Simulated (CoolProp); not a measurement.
R123 at several states: Z from the reference equation and from simpler models built on Tc = 183.7 °C, pc = 3.662 MPa, ω = 0.282; each cubic takes its own stable root.

The numbers come from the reference Helmholtz-energy equation of state, Younglove 1994 in CoolProp. It is a modified Benedict-Webb-Rubin equation, recast in Helmholtz form.

```json
[
 {"T (°C)": "-37.75", "p (MPa)": "0.0677", "phase": "liquid", "reference": "0.003276", "van der Waals": "0.9745", "Redlich-Kwong": "0.003721", "Soave-Redlich-Kwong": "0.003628", "Peng-Robinson": "0.003224"},
 {"T (°C)": "165.65", "p (MPa)": "0.108", "phase": "gas", "reference": "0.9882", "van der Waals": "0.9903", "Redlich-Kwong": "0.9886", "Soave-Redlich-Kwong": "0.9884", "Peng-Robinson": "0.9872"},
 {"T (°C)": "121.55", "p (MPa)": "0.425", "phase": "gas", "reference": "0.9294", "van der Waals": "0.9489", "Redlich-Kwong": "0.9372", "Soave-Redlich-Kwong": "0.9330", "Peng-Robinson": "0.9279"}
]
```

At some of these states van der Waals gives the other phase, because its saturation line lies elsewhere.
